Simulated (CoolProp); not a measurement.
Saturation properties of R1233zd(E) (Tc = 438.9 K, pc = 3583 kPa, ω = 0.304).

Model: reference Helmholtz-energy equation of state, Akasaka 2022, in CoolProp.

```csv
T (K),p (kPa),vapour density (kg/m³),enthalpy of vaporisation (kJ/kg),liquid cp (kJ/(kg K))
300.5,141.6,7.808,189.7,1.191
305.1,165.9,9.071,187.4,1.201
309.8,194.0,10.52,184.9,1.212
314.5,225.6,12.15,182.4,1.222
319.1,260.2,13.93,179.8,1.233
323.8,299.6,15.96,177.2,…
328.5,343.4,18.21,174.4,…
333.2,392.0,20.72,…,1.269
337.8,444.5,23.44,…,1.282
342.5,…,26.51,…,1.295
347.2,568.0,…,162.5,1.310
351.9,638.7,33.67,159.3,1.325
356.5,714.1,37.73,156.0,1.341
361.2,797.9,…,152.4,1.358
365.9,888.8,47.36,148.8,1.377
```

Question: What belongs in the gaps?

Answer: 
- 323.8, liquid cp (kJ/(kg K)): 1.245
- 328.5, liquid cp (kJ/(kg K)): 1.257
- 333.2, enthalpy of vaporisation (kJ/kg): 171.6
- 337.8, enthalpy of vaporisation (kJ/kg): 168.7
- 342.5, p (kPa): 503.4
- 342.5, enthalpy of vaporisation (kJ/kg): 165.7
- 347.2, vapour density (kg/m³): 29.91
- 361.2, vapour density (kg/m³): 42.30

It boils at 291.3 K under 1 atm.
